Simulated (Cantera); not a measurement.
**Equilibrium for carbothermic reduction: MgO + CH4 + H2 + C**

Input: 1 mol MgO, 0.81 mol CH4, 14 mol H2, 4.5 mol C, at 82.5 Torr.

Cantera equilibrium calculation (NASA polynomials, part measured and part estimated; ideal gas, pure solids and liquids). Candidate condensed phases: C, C6H6, C7H8, C8H18, H2O, Mg, MgCO3, MgO, Mg(OH)2; 116 gas species. The tables' values for MgH are old estimates; treat these amounts as uncertain. Kinetics and transport are ignored.

From 925 °C to 1250 °C the condensed part is C(graphite) + MgO(s). The main Mg-bearing gas is Mg throughout.

```
T (°C)   x H2      x CO      x Mg     x CH4  n C(graphite)  n MgO(s)
------  -----  --------  --------  --------  -------------  --------
925     0.998   1.29e-5   1.29e-5   0.00176           5.28     1.000
950     0.998   2.44e-5   2.44e-5   0.00146           5.29     1.000
975     0.999   4.52e-5   4.52e-5   0.00122           5.29     0.999
1000    0.999   8.17e-5   8.16e-5   0.00103           5.29     0.999
1025    0.999  0.000144  0.000144  0.000874           5.29     0.998
1050    0.999  0.000249  0.000248  0.000746           5.29     0.996
1075    0.999  0.000420  0.000419  0.000640           5.29     0.993
1100    0.998  0.000697  0.000695  0.000552           5.29     0.989
1125    0.997   0.00113   0.00113  0.000478           5.28     0.982
1150    0.996   0.00181   0.00181  0.000416           5.27     0.972
1175    0.994   0.00285   0.00284  0.000363           5.26     0.955
1200    0.991   0.00442   0.00440  0.000317           5.24     0.930
1225    0.986   0.00673   0.00671  0.000278           5.20     0.893
1250    0.979    0.0101    0.0101  0.000243           5.14     0.839
```
x: gas mole fraction; n: condensed amount in mol.
